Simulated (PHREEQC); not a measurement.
A made-up water analysis in mg/kgw, 25 °C, pH 6.42, pe 11.5: Na 4.56; K 0.0214; Ca 1.7; Mg 0.312; Cl 3.92; S(6) as SO4 5.18; Alkalinity as HCO3 5.48; O(0) (dissolved oxygen) 0.0104; Br 0.454; Pb 0.193; Ba 0.0134; N(5) as NO3 0.332; Sr 0.0902.

Valence states are taken as typed.

All values are PHREEQC results (ion-association model, wateq4f.dat), not measurements.

This is a speciation only: nothing precipitates in the calculation.

### Question
Predict the charge-balance error.

### Answer
charge-balance error -0.9 %.

### Question
In which forms is Mg present?

### Answer
Mg+2 99 %, MgSO4 1.0 % of the Mg.

Species that the database lacks are ignored.
